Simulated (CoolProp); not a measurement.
A closed Brayton cycle with carbon dioxide: compressor inlet 330.15 K and 9.5 MPa, high pressure 32.8 MPa, turbine inlet 865 K, compressor efficiency 0.8, turbine efficiency 0.93, recuperator effectiveness 0.95 (on enthalpy, no pinch check). Each further row changes one setting.

The numbers come from the reference Helmholtz-energy equation of state, Span 1996 in CoolProp.

```json
[
 {"case": "as stated", "thermal efficiency (%)": "37.2", "net work (kJ/kg)": "104", "compressor to turbine work": "0.41", "compressor exit (K)": "431.7", "turbine exit (K)": "708.3"},
 {"case": "turbine inlet 815 K", "thermal efficiency (%)": "[?]", "net work (kJ/kg)": "92.1", "compressor to turbine work": "0.43", "compressor exit (K)": "431.7", "turbine exit (K)": "[?]"},
 {"case": "compressor inlet 340.15 K", "thermal efficiency (%)": "[?]", "net work (kJ/kg)": "94.5", "compressor to turbine work": "0.46", "compressor exit (K)": "452.3", "turbine exit (K)": "708.3"},
 {"case": "high pressure 27.9 MPa", "thermal efficiency (%)": "[?]", "net work (kJ/kg)": "94.7", "compressor to turbine work": "0.38", "compressor exit (K)": "417.8", "turbine exit (K)": "[?]"},
 {"case": "recuperator effectiveness 0.5", "thermal efficiency (%)": "24.5", "net work (kJ/kg)": "104", "compressor to turbine work": "0.41", "compressor exit (K)": "431.7", "turbine exit (K)": "708.3"}
]
```

Q: Complete the blanks.

A: 
- turbine inlet 815 K, thermal efficiency (%): 34.8
- turbine inlet 815 K, turbine exit (K): 663.9
- compressor inlet 340.15 K, thermal efficiency (%): 35.3
- high pressure 27.9 MPa, thermal efficiency (%): 37.1
- high pressure 27.9 MPa, turbine exit (K): 728.0
